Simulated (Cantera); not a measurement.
A perfectly stirred reactor is fed with N₂O : O₂ = 1 : 0.1 (molar parts), at 0.148 atm; it is held at 1575 K, and followed from long to short residence time.

Computed with Cantera and GRI-Mech 3.0 (53 species, 325 reactions). GRI-Mech 3.0 was tuned for natural gas; its chemistry of N2O as a main component is partial and can be far from experiment. The temperature is held fixed by assumption; the heat of reaction is taken as removed at once.

```csv
quantity,before,after
x(N₂O) at τ = 23.0 s,0.00214,0.000246
x(O₂) at τ = 23.0 s,0.338,0.367
x(NO) at τ = 23.0 s,0.0722,0.0163
x(N₂) at τ = 23.0 s,0.587,0.617
x(NO₂) at τ = 23.0 s,0.000111,0.000126
x(N₂O) at τ = 0.230 s,0.124,0.0206
x(O₂) at τ = 0.230 s,0.264,0.336
x(NO) at τ = 0.230 s,0.145,0.0641
x(N₂) at τ = 0.230 s,0.467,0.579
x(NO₂) at τ = 0.230 s,0.000151,0.000587
```

Q: Which change was made?
A. pressure from 0.148 atm to 1.68 atm
B. pressure from 0.148 atm to 0.0217 atm
C. temperature 1575 to 1250 K
D. N2O 1 to 0.2 parts

A: A, pressure from 0.148 atm to 1.68 atm
